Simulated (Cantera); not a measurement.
A Cantera script and what it prints.

```python
import numpy as np
import cantera as ct

gas_names = [...]  # 148 gases of nasa_gas.yaml made of Al, C, H, N, O
cond_names = """
    AL(cr) AL(L) ALN(s) AL2O3(a) AL2O3(L) C(gr) C6H6(L) C7H8(L) C8H18(L),n-octa H2O(s) H2O(L)
""".split()


# ... load() reads the species with a 1 bar reference pressure and builds the phases ...
atoms = {
    'Al(CH3)3': {'AL': 1, 'C': 3, 'H': 9},
    'N2O': {'N': 2, 'O': 1},
    'N2': {'N': 2},
    'O2': {'O': 2},
}
top_T = {'ALN(s)': 2750, 'C(gr)': 4500}  # K; cautious upper limits of use, not melting points


# ... equilibrate(T, P, feed) seeds the gas with the atoms and calls Mixture.equilibrate('TP', solver="vcs", rtol=1e-11, max_steps=5000) ...
results = []
feed = {'Al(CH3)3': 1, 'N2O': 1.8, 'N2': 9.1, 'O2': 0.51}  # mol
T = 1498  # K
for P in [10, 63, 400, 2500, 16000, 100000]:
    mix = equilibrate(T, P, feed)
    results.append((T, P, feed, dict(zip(mix.species_names, mix.species_moles))))

top = {s: max(r[3][s] / sum(r[3][g] for g in gas_names) for r in results) for s in gas_names}
cols = sorted((s for s in top if top[s] > 1e-05), key=lambda s: -top[s])[:5]
seen = [c for c in cond_names if any(r[3].get(c, 0) > 1e-12 for r in results)]
print("log10 of partial pressures in bar; condensed amounts in mol")
print(f"{'P/Pa':>10s}" + "".join(f"{s[:9]:>10s}" for s in cols + seen))
for T, P, feed, n in results:
    ng = sum(n[g] for g in gas_names)
    print(f"{P:10.4g}" + "".join(f"{np.log10(max(n[s] / ng * P / 1e5, 1e-99)):10.3f}" for s in cols)
          + "".join(f"{n.get(c, 0):10.4g}" for c in seen))
```

It prints:

```
log10 of partial pressures in bar; condensed amounts in mol
      P/Pa        N2        H2        CO         H       HCN    ALN(s)  AL2O3(a)     C(gr)
        10    -4.232    -4.597    -4.798    -7.063    -7.396    0.9986         0    0.1727
        63    -3.432    -3.797    -3.999    -6.663    -6.596    0.9999         0    0.1727
       400    -2.630    -2.994    -3.196    -6.262    -5.794         1         0    0.1727
      2500    -1.821    -2.191    -2.462    -5.860    -4.988    0.7267    0.1367    0.5826
   1.6e+04    -0.982    -1.366    -1.899    -5.448    -4.156         0       0.5     1.672
     1e+05    -0.186    -0.571    -1.103    -5.050    -3.360         0       0.5      1.67
```

These are equilibrium values from Cantera (NASA tables, ideal gas, pure condensed phases), not measurements of a reactor. The feed counts by its element totals alone. Mutual solubility and eutectic melting of coexisting phases are not modelled.
